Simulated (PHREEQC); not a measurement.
A PHREEQC input (ion-association model, wateq4f.dat):

```
SOLUTION 1
  temp 25
  units mg/L
  pH 6.51
  pe 9.6
  Na 3.35
  K 0.176 charge
  Ca 4.28
  Mg 0.874
  Cl 1.8
  S(6) 0.0212 as SO4
  Alkalinity 22.1 as HCO3
  Ba 0.204
  Cd 0.0426
  Br 0.0404
  Sr 0.0919
  Ni 0.00302
END
USE solution 1
EQUILIBRIUM_PHASES 1
  Quartz 0 0.5
  CO2(g) -2 10
END
```

It stops with these messages:

```
WARNING: Maximum iterations exceeded, 100
WARNING: Maximum iterations exceeded, 100
WARNING: The program has failed to converge to a numerical solution.
ERROR:           Alkalinity has not converged. Total: 3.621936e-04	Calculated: 3.854119e-04	Residual: -2.321828e-05
ERROR: Is non-carbonate alkalinity greater than total alkalinity?
ERROR: Model failed to converge for initial solution  1.
```

What went wrong, and how is it mended?

The fault: charge balance asked on the minor ion K. The line should read `K 0.176` where the input has `K 0.176 charge`. With the mend the run ends at pH 6.37 and ionic strength 0.000573 mol/kgw.
